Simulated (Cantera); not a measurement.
What does this Cantera script print?

```python
import numpy as np
import cantera as ct

gas_names = [...]  # 150 gases of nasa_gas.yaml made of C, H, N, O, S
cond_names = """
    C(gr) C6H6(L) C7H8(L) C8H18(L),n-octa H2O(s) H2O(L) H2SO4(L) S(cr1) S(cr2) S(L)
""".split()


# ... load() reads the species with a 1 bar reference pressure and builds the phases ...
atoms = {
    'CS2': {'C': 1, 'S': 2},
    'H2O': {'H': 2, 'O': 1},
    'N2': {'N': 2},
}
top_T = {'C(gr)': 4500}  # K; cautious upper limits of use, not melting points


# ... equilibrate(T, P, feed) seeds the gas with the atoms and calls Mixture.equilibrate('TP', solver="vcs", rtol=1e-11, max_steps=5000) ...
results = []
feed = {'CS2': 1, 'H2O': 0.2, 'N2': 0.21}  # mol
P = 3900000  # Pa
for T in [950, 1050, 1150, 1250, 1350, 1450, 1550, 1650]:
    mix = equilibrate(T, P, feed)
    results.append((T, P, feed, dict(zip(mix.species_names, mix.species_moles))))
    x = sorted(zip(gas.X, gas.species_names), reverse=True)
    print(f"T = {T:g} K  P = {P:g} Pa  gas = {mix.phase_moles(0):.4g} mol")
    print("   x: " + "  ".join(f"{s} {v:.3e}" for v, s in x if v > 1e-05))
    print("   condensed (mol): " + ("  ".join(f"{mix.phase(i).name} {mix.phase_moles(i):.4g}"
          for i in range(1, mix.n_phases) if mix.phase_moles(i) > 1e-12) or "none"))
```

Result:

```
T = 950 K  P = 3.9e+06 Pa  gas = 1.364 mol
   x: CS2 4.879e-01  N2 1.540e-01  H2S 1.461e-01  COS 1.215e-01  S2 5.911e-02  S8 1.312e-02  CO 1.053e-02  CO2 7.231e-03  H2 4.012e-04  H2O 1.538e-04
   condensed (mol): C(gr) 0.1447
T = 1050 K  P = 3.9e+06 Pa  gas = 1.428 mol
   x: CS2 5.084e-01  N2 1.471e-01  H2S 1.389e-01  COS 1.048e-01  S2 6.943e-02  CO 2.486e-02  CO2 5.151e-03  H2 1.040e-03  S8 2.243e-04  H2O 1.830e-04  SH 1.068e-05
   condensed (mol): C(gr) 0.08192
T = 1150 K  P = 3.9e+06 Pa  gas = 1.446 mol
   x: CS2 5.054e-01  N2 1.453e-01  H2S 1.357e-01  COS 8.458e-02  S2 7.619e-02  CO 4.682e-02  CO2 3.373e-03  H2 2.382e-03  H2O 2.040e-04  SH 3.556e-05
   condensed (mol): C(gr) 0.07462
T = 1250 K  P = 3.9e+06 Pa  gas = 1.465 mol
   x: CS2 5.032e-01  N2 1.434e-01  H2S 1.315e-01  S2 8.243e-02  CO 7.014e-02  COS 6.250e-02  H2 4.726e-03  CO2 1.847e-03  H2O 1.947e-04  SH 9.711e-05
   condensed (mol): C(gr) 0.06592
T = 1350 K  P = 3.9e+06 Pa  gas = 1.482 mol
   x: CS2 5.013e-01  N2 1.417e-01  H2S 1.262e-01  CO 8.922e-02  S2 8.818e-02  COS 4.372e-02  H2 8.359e-03  CO2 9.052e-04  SH 2.269e-04  H2O 1.667e-04  CH4 1.571e-05  CS 1.128e-05  HCN 1.121e-05
   condensed (mol): C(gr) 0.0584
T = 1450 K  P = 3.9e+06 Pa  gas = 1.497 mol
   x: CS2 4.994e-01  N2 1.403e-01  H2S 1.197e-01  CO 1.025e-01  S2 9.343e-02  COS 3.009e-02  H2 1.344e-02  SH 4.675e-04  CO2 4.299e-04  H2O 1.340e-04  CS 4.300e-05  HCN 3.186e-05  CH4 2.325e-05
   condensed (mol): C(gr) 0.0531
T = 1550 K  P = 3.9e+06 Pa  gas = 1.509 mol
   x: CS2 4.974e-01  N2 1.391e-01  H2S 1.120e-01  CO 1.111e-01  S2 9.824e-02  COS 2.093e-02  H2 1.990e-02  SH 8.680e-04  CO2 2.084e-04  CS 1.374e-04  H2O 1.045e-04  HCN 7.824e-05  CH4 3.141e-05
   condensed (mol): C(gr) 0.04943
T = 1650 K  P = 3.9e+06 Pa  gas = 1.52 mol
   x: CS2 4.952e-01  N2 1.380e-01  CO 1.164e-01  H2S 1.031e-01  S2 1.027e-01  H2 2.746e-02  COS 1.489e-02  SH 1.477e-03  CS 3.802e-04  HCN 1.701e-04  CO2 1.058e-04  H2O 8.020e-05  CH4 3.909e-05  S 1.017e-05
   condensed (mol): C(gr) 0.04655
```

These are equilibrium values from Cantera (NASA tables, ideal gas, pure condensed phases), not measurements of a reactor. The ideal-gas law is rough above about 30 bar. Gases not in the tables: S3 to S7.
